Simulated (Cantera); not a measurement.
**Equilibrium for silicon epitaxy and polysilicon growth: Si3H8 + Cl2 + H2**

Charge: 1 mol Si3H8, 0.28 mol Cl2, 120 mol H2, equilibrated at 6.80 mbar.

Equilibrium computed with Cantera from the NASA thermochemical tables; the gas is ideal and each condensed phase is pure. Candidate condensed phases: Si; 19 gas species. The feed counts by its element totals alone. Gases not in the tables: Si2H6 and higher silanes. Equilibrium is a limit: real reactors are often held back by kinetics, nucleation or transport.

| T (°C) | log p H2 | log p HCl | log p H | log p Si | log p SiCl2 | log p SiH2 | log p SiH | log p Cl | n Si(s) | n Si(l) |
|---|---|---|---|---|---|---|---|---|---|---|
| 925 | -2.17 | -4.52 | -7.81 | -11.89 | -6.50 | -10.11 | -11.79 | -10.22 | 2.99 | 0 |
| 975 | -2.17 | -4.52 | -7.42 | -11.11 | -6.48 | -9.69 | -11.15 | -9.84 | 2.99 | 0 |
| 1025 | -2.17 | -4.52 | -7.05 | -10.39 | -6.45 | -9.30 | -10.55 | -9.48 | 2.99 | 0 |
| 1075 | -2.17 | -4.52 | -6.72 | -9.73 | -6.43 | -8.94 | -10.00 | -9.15 | 2.99 | 0 |
| 1125 | -2.17 | -4.52 | -6.41 | -9.11 | -6.41 | -8.61 | -9.49 | -8.85 | 2.99 | 0 |
| 1175 | -2.17 | -4.53 | -6.12 | -8.53 | -6.39 | -8.30 | -9.02 | -8.57 | 2.99 | 0 |
| 1225 | -2.17 | -4.53 | -5.85 | -8.00 | -6.38 | -8.01 | -8.57 | -8.30 | 2.99 | 0 |
| 1275 | -2.17 | -4.53 | -5.60 | -7.50 | -6.36 | -7.73 | -8.16 | -8.05 | 2.99 | 0 |
| 1325 | -2.17 | -4.53 | -5.36 | -7.03 | -6.35 | -7.48 | -7.77 | -7.82 | 2.99 | 0 |
| 1375 | -2.17 | -4.53 | -5.14 | -6.59 | -6.34 | -7.24 | -7.41 | -7.60 | 2.98 | 0 |
| 1425 | -2.17 | -4.53 | -4.92 | -6.18 | -6.33 | -7.03 | -7.08 | -7.39 | 0 | 2.98 |
log p: log10 of the partial pressure in bar; n: condensed amount in mol.

From 925 °C to 1375 °C the condensed part is Si(s). At 1425 °C the condensed part is Si(l). The main Si-bearing gas is SiCl2 at 925 °C and Si at 1425 °C.
